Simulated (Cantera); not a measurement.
# Thermal oxidation and active oxidation of silicon: Si + N2O + H2

A closed system holds: 1 mol Si, 2.7 mol N2O, 550 mol H2, at 1550 K.

Method: chemical equilibrium by Gibbs-energy minimisation in Cantera with the NASA 1993 tables (ideal gas, pure condensed phases). Candidate condensed phases: H2O, Si, SiO2, Si2N2O, Si3N4; 35 gas species. The tables hold silica as quartz up to 1696 K and as liquid above; real silica turns to tridymite and cristobalite and melts near 1996 K. Gases not in the tables: Si(OH)4. The numbers say what is thermodynamically allowed, not how fast it happens.

```tsv
P (Pa)	log p H2	log p H	log p N2	log p H2O	log p SiO	log p NH3	log p OH	n SiO2(β-quartz)
0.100	-6.02	-7.51	-8.32	-8.52	-8.75	-17.46	-11.49	0
1.50	-4.83	-6.92	-7.14	-7.34	-7.57	-15.09	-10.90	0
22	-3.66	-6.33	-5.97	-6.17	-6.40	-12.75	-10.31	0
320	-2.50	-5.75	-4.81	-5.15	-5.51	-10.42	-9.87	0.466
4600	-1.34	-5.17	-3.65	-4.20	-5.30	-8.11	-9.50	0.940
68000	-0.17	-4.59	-2.48	-3.06	-5.27	-5.77	-8.95	0.996
1000000	1.00	-4.00	-1.31	-1.90	-5.26	-3.43	-8.37	1.000
```
log p: log10 of the partial pressure in bar; n: condensed amount in mol.

From 1.00e-6 bar to 0.000220 bar nothing is condensed. From 0.00320 bar to 10.0 bar the condensed part is SiO2(β-quartz).
